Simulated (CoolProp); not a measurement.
CF4 (R14) along the isotherm 130.1 K: Z from the reference equation and from simpler models built on Tc = 227.4 K, pc = 3762 kPa, ω = 0.178; each cubic takes its own stable root.

Computed with CoolProp (reference Helmholtz-energy equation of state, Platzer 1990). This equation is an older, rougher fit; its heat capacities, sound speeds and derivatives of the liquid may be far off and weren't checked against measurements.

| p (kPa) | phase | reference | van der Waals | Redlich-Kwong | Soave-Redlich-Kwong |
|---|---|---|---|---|---|
| 3760 | liquid | 0.1808 | 0.2731 | 0.1866 | 0.1839 |
| 7520 | liquid | 0.3595 | 0.5375 | 0.3699 | 0.3651 |
| 11300 | liquid | 0.5373 | 0.7972 | 0.5515 | 0.5450 |
